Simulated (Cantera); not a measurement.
PbO + CO + N2 (carbothermic reduction)

Input: 1 mol PbO, 2.5 mol CO, 0.84 mol N2, held at 32.0 mbar.

Cantera equilibrium calculation (NASA polynomials, part measured and part estimated; ideal gas, pure solids and liquids). Candidate condensed phases: C, Pb, PbO, PbO2, Pb3O4; 27 gas species. Gases not in the tables: (PbO)n polymers. Kinetics and transport are ignored.

| T (K) | x CO | x Pb | x CO2 | x N2 | x O | x O2 | x PbO |
|---|---|---|---|---|---|---|---|
| 2173 | 0.352 | 0.224 | 0.223 | 0.193 | 0.000225 | 0.000312 | 0.00602 |
| 2223 | 0.354 | 0.223 | 0.221 | 0.193 | 0.000429 | 0.000604 | 0.00708 |
| 2273 | 0.357 | 0.222 | 0.218 | 0.193 | 0.000793 | 0.00112 | 0.00821 |
| 2323 | 0.360 | 0.220 | 0.214 | 0.192 | 0.00141 | 0.00199 | 0.00936 |
| 2373 | 0.364 | 0.218 | 0.208 | 0.192 | 0.00243 | 0.00336 | 0.0105 |
| 2423 | 0.370 | 0.217 | 0.200 | 0.191 | 0.00401 | 0.00537 | 0.0114 |
| 2473 | 0.377 | 0.215 | 0.190 | 0.189 | 0.00636 | 0.00808 | 0.0122 |
| 2523 | 0.386 | 0.213 | 0.177 | 0.188 | 0.00969 | 0.0114 | 0.0126 |
| 2573 | 0.396 | 0.211 | 0.163 | 0.186 | 0.0142 | 0.0152 | 0.0127 |
| 2623 | 0.406 | 0.208 | 0.146 | 0.184 | 0.0199 | 0.0191 | 0.0125 |
| 2673 | 0.417 | 0.206 | 0.129 | 0.181 | 0.0271 | 0.0226 | 0.0120 |
x: gas mole fraction; nothing condenses.

From 2173 K to 2673 K nothing is condensed.
